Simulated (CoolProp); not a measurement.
Values from CoolProp's reference Helmholtz-energy equation of state, Thol 2017.

Question: Give the vapour pressure (MPa), vapour density (kg/m³), liquid cp (kJ/(kg K)) of saturated octamethyltrisiloxane (MDM) at 180.35 °C.

Answer: 
```
T (°C)  p (MPa)  vapour density (kg/m³)  liquid cp (kJ/(kg K))
------  -------  ----------------------  ---------------------
180.35    0.199                    14.2                   2.19
```
